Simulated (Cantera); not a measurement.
Input (Python, Cantera) and output of one run.

```python
import numpy as np
import cantera as ct

gas_names = [...]  # 77 gases of nasa_gas.yaml made of C, H, Ti
cond_names = """
    C(gr) C6H6(L) C7H8(L) C8H18(L),n-octa Ti(a) Ti(b) Ti(L) TiC(s) TiC(L)
""".split()


# ... load() reads the species with a 1 bar reference pressure and builds the phases ...
atoms = {
    'Ti': {'Ti': 1},
    'CH4': {'C': 1, 'H': 4},
}
top_T = {'C(gr)': 4500}  # K; cautious upper limits of use, not melting points


# ... equilibrate(T, P, feed) seeds the gas with the atoms and calls Mixture.equilibrate('TP', solver="vcs", rtol=1e-11, max_steps=5000) ...
results = []
T = 1075  # K
P = 13332.2  # Pa
for m in [0.21, 0.31, 0.44, 0.63, 0.9, 1.3, 1.8, 2.6, 3.8, 5.4]:
    feed = {'Ti': 1, 'CH4': m}  # mol
    mix = equilibrate(T, P, feed)
    results.append((T, P, feed, dict(zip(mix.species_names, mix.species_moles))))
    x = sorted(zip(gas.X, gas.species_names), reverse=True)
    print(f"T = {T:g} K  P = {P:g} Pa  n(CH4) = {m:g} mol  gas = {mix.phase_moles(0):.4g} mol")
    print("   x: " + "  ".join(f"{s} {v:.3e}" for v, s in x if v > 0.001))
    print("   condensed (mol): " + ("  ".join(f"{mix.phase(i).name} {mix.phase_moles(i):.4g}"
          for i in range(1, mix.n_phases) if mix.phase_moles(i) > 1e-12) or "none"))
```

It prints:

```
T = 1075 K  P = 13332.2 Pa  n(CH4) = 0.21 mol  gas = 0.42 mol
   x: H2 1.000e+00
   condensed (mol): Ti(a) 0.79  TiC(s) 0.21
T = 1075 K  P = 13332.2 Pa  n(CH4) = 0.31 mol  gas = 0.62 mol
   x: H2 1.000e+00
   condensed (mol): Ti(a) 0.69  TiC(s) 0.31
T = 1075 K  P = 13332.2 Pa  n(CH4) = 0.44 mol  gas = 0.88 mol
   x: H2 1.000e+00
   condensed (mol): Ti(a) 0.56  TiC(s) 0.44
T = 1075 K  P = 13332.2 Pa  n(CH4) = 0.63 mol  gas = 1.26 mol
   x: H2 1.000e+00
   condensed (mol): Ti(a) 0.37  TiC(s) 0.63
T = 1075 K  P = 13332.2 Pa  n(CH4) = 0.9 mol  gas = 1.8 mol
   x: H2 1.000e+00
   condensed (mol): Ti(a) 0.1  TiC(s) 0.9
T = 1075 K  P = 13332.2 Pa  n(CH4) = 1.3 mol  gas = 2.585 mol
   x: H2 9.941e-01  CH4 5.941e-03
   condensed (mol): C(gr) 0.2846  TiC(s) 1
T = 1075 K  P = 13332.2 Pa  n(CH4) = 1.8 mol  gas = 3.579 mol
   x: H2 9.941e-01  CH4 5.941e-03
   condensed (mol): C(gr) 0.7787  TiC(s) 1
T = 1075 K  P = 13332.2 Pa  n(CH4) = 2.6 mol  gas = 5.169 mol
   x: H2 9.941e-01  CH4 5.941e-03
   condensed (mol): C(gr) 1.569  TiC(s) 1
T = 1075 K  P = 13332.2 Pa  n(CH4) = 3.8 mol  gas = 7.555 mol
   x: H2 9.941e-01  CH4 5.941e-03
   condensed (mol): C(gr) 2.755  TiC(s) 1
T = 1075 K  P = 13332.2 Pa  n(CH4) = 5.4 mol  gas = 10.74 mol
   x: H2 9.941e-01  CH4 5.941e-03
   condensed (mol): C(gr) 4.336  TiC(s) 1
```

These are equilibrium values from Cantera (NASA tables, ideal gas, pure condensed phases), not measurements of a reactor. Mutual solubility and eutectic melting of coexisting phases are not modelled. TiC: taken at fixed stoichiometry. Condensed phases not in the tables: N, O or C dissolved in the metal.
